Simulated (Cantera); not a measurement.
Standard-state values (1 bar) from the NASA 1993 polynomials, evaluated with Cantera. Values are per mole of reaction as written; species without (g) are pure solids or liquids, kept so even where they would boil at 1 bar.

Problem. Between 448 and 598 K, where is each reaction favourable under standard conditions?
- 4 C2H5OH(g) + 4 K = 5 CH4(g) + 4 KOH(g) + 3 C

Solution. 
- 4 C2H5OH(g) + 4 K = 5 CH4(g) + 4 KOH(g) + 3 C: ΔG° is -591 kJ at 448 K and -663 kJ at 598 K; it stays negative (K > 1). ΔH° is -377 kJ and ΔS° 479 J/K at 598 K.
